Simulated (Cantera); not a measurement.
Feed: 1 mol SiCl4, 2.9 mol NH3, 3.1 mol H2, held at 3800 Pa.

Method: chemical equilibrium by Gibbs-energy minimisation in Cantera with the NASA 1993 tables (ideal gas, pure condensed phases). Candidate condensed phases: NH4Cl, Si, Si3N4; 28 gas species. Gases not in the tables: Si2H6 and higher silanes. Equilibrium is a limit: real reactors are often held back by kinetics, nucleation or transport.

Q: Which condensed phases are stable at each of these points (T (K)): 1348, 1448, 1548, 1648, 1748, 1848, 1948, 2048, 2148?

A: 
```json
[
 {"T (K)": "1348", "condensed phases": "Si3N4(s)", "Si condensed (%)": "84.4"},
 {"T (K)": "1448", "condensed phases": "Si3N4(s)", "Si condensed (%)": "73.2"},
 {"T (K)": "1548", "condensed phases": "Si3N4(s)", "Si condensed (%)": "48.6"},
 {"T (K)": "1648", "condensed phases": "Si3N4(s)", "Si condensed (%)": "16.3"},
 {"T (K)": "1748", "condensed phases": "gas only", "Si condensed (%)": "0.0"},
 {"T (K)": "1848", "condensed phases": "gas only", "Si condensed (%)": "0.0"},
 {"T (K)": "1948", "condensed phases": "gas only", "Si condensed (%)": "0.0"},
 {"T (K)": "2048", "condensed phases": "gas only", "Si condensed (%)": "0.0"},
 {"T (K)": "2148", "condensed phases": "gas only", "Si condensed (%)": "0.0"}
]
```

From 1348 K to 1648 K the condensed part is Si3N4(s). From 1748 K to 2148 K nothing is condensed.
